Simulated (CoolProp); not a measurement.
Properties of R114 along the isobar 201 kPa.

Model: reference Helmholtz-energy equation of state, Platzer 1990, in CoolProp. This equation is an older, rougher fit.

| T (°C) | phase | Z | cv (kJ/(kg K)) | speed of sound (m/s) | expansivity (1/kK) |
|---|---|---|---|---|---|
| 95.85 | gas | 0.9684 | 0.7171 | 134.6 | 2.996 |
| 104.65 | gas | 0.9707 | 0.7249 | 136.5 | 2.906 |
| 113.35 | gas | 0.9728 | 0.7325 | 138.2 | 2.823 |
| 122.05 | gas | 0.9747 | 0.7400 | 140.0 | 2.746 |
| 130.85 | gas | 0.9765 | 0.7473 | 141.7 | 2.672 |
| 139.55 | gas | 0.9781 | 0.7544 | 143.4 | 2.604 |
| 148.25 | gas | 0.9796 | 0.7613 | 145.1 | 2.539 |
| 157.05 | gas | 0.9809 | 0.7682 | 146.7 | 2.477 |
| 165.75 | gas | 0.9822 | 0.7748 | 148.3 | 2.420 |
| 174.45 | gas | 0.9834 | 0.7812 | 149.9 | 2.365 |
| 183.15 | gas | 0.9844 | 0.7875 | 151.5 | 2.313 |
| 191.95 | gas | 0.9855 | 0.7937 | 153.0 | 2.263 |
| 200.65 | gas | 0.9864 | 0.7997 | 154.5 | 2.215 |
| 209.35 | gas | 0.9873 | 0.8055 | 156.0 | 2.170 |
| 218.15 | gas | 0.9881 | 0.8112 | 157.5 | 2.127 |
| 226.85 | gas | 0.9888 | 0.8167 | 159.0 | 2.085 |
